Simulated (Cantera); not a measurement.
Charge: 1 mol AlN, 1.4 mol H2O, 2.1 mol N2, equilibrated at 0.650 bar.

These are equilibrium values from Cantera (NASA tables, ideal gas, pure condensed phases), not measurements of a reactor. Candidate condensed phases: Al, AlN, Al2O3, H2O; 35 gas species. Mutual solubility and eutectic melting of coexisting phases are not modelled. Equilibrium is a limit: real reactors are often held back by kinetics, nucleation or transport. All values below are at 927 °C.

Base state: N2 0.647, H2 0.353, NH3 2.10e-5 (mole fractions); condensed: AlN(s) + Al2O3(s).

Task: What changes in the equilibrium state with this change: H2O from 1.4 to 0.023 mol?

Result: 
```json
[
 {"species": "N2", "before": "0.647", "after": "0.989"},
 {"species": "H2", "before": "0.353", "after": "0.0108"},
 {"species": "NH3", "before": "2.10e-5", "after": "1.39e-7"},
 {"species": "AlN(s), mol", "before": "0.0667", "after": "0.985"},
 {"species": "Al2O3(s), mol", "before": "0.467", "after": "0.00767"}
]
```
